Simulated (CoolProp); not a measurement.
A single-stage vapour-compression cycle with R404A: evaporating at 258.15 K (dew point), condensing at 323.15 K (bubble point), superheat 10 K, subcooling 2 K, compressor efficiency 0.65, no pressure losses. Each further row changes one setting.

Values from CoolProp's reference Helmholtz-energy equation of state, Lemmon 2003. It is a pseudo-pure fit of the blend.

```csv
case,cooling COP,pressure ratio,discharge temperature (K),refrigerating effect (kJ/kg),volumetric capacity (kJ/m³)
as stated,1.55,6.40,356.4,93.3,1630
evaporating temperature 263.15 K,1.77,5.37,354.0,96.3,1990
condensing temperature 318.15 K,1.80,5.71,350.5,102,1780
subcooling 7 K,1.70,6.40,356.4,102,1780
superheat 20 K,1.60,6.40,366.9,102,1700
compressor efficiency 0.55,1.31,6.40,365.5,93.3,1630
```
